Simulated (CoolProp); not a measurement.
Vapour-liquid equilibrium of R13 (1) + R11 (2) at 0.0348 MPa; x and y are mole fractions of (1).

Computed with CoolProp (multi-fluid Helmholtz-energy mixture model, Platzer 1990 and Jacobsen 1992; pair parameters Bell 2016). This equation is an older, rougher fit; its heat capacities, sound speeds and derivatives of the liquid may be far off and weren't checked against measurements.

| x | bubble temperature (K) | y at the bubble point | dew temperature at overall composition x (K) | liquid density (mol/L) |
|---|---|---|---|---|
| 0.05 | 218.4 | 0.947 | 268.7 | 12.14 |
| 0.125 | 198.5 | 0.990 | 266.8 | 12.62 |
| 0.2 | 190.6 | 0.996 | … | 12.93 |
| 0.275 | 186.2 | … | 262.8 | 13.19 |
| 0.35 | 183.4 | … | 260.5 | 13.42 |
| 0.425 | 181.6 | 0.999 | 258.0 | 13.64 |
| 0.5 | 180.2 | 0.999 | 255.2 | 13.86 |
| 0.575 | 179.2 | 0.999 | … | 14.06 |
| 0.65 | 178.2 | 0.999 | 248.3 | 14.27 |
| 0.725 | 177.4 | 0.999 | 244.0 | 14.47 |
| 0.8 | 176.5 | 1.000 | 238.5 | 14.67 |
| 0.875 | … | 1.000 | 230.9 | … |
| 0.95 | 174.6 | 1.000 | 217.6 | 15.06 |

**Question.** Fill in the missing entries.

**Answer.** 
- 0.2, dew temperature at overall composition x (K): 264.9
- 0.275, y at the bubble point: 0.997
- 0.35, y at the bubble point: 0.998
- 0.575, dew temperature at overall composition x (K): 252.0
- 0.875, bubble temperature (K): 175.6
- 0.875, liquid density (mol/L): 14.87

No azeotrope shows between x = 0.05 and 0.95.

Pair parameters are fitted to limited data, so mixtures are less certain than the pure fluids. With so large a gap from Raoult's law the liquid may split in two, which this calculation doesn't test in full.
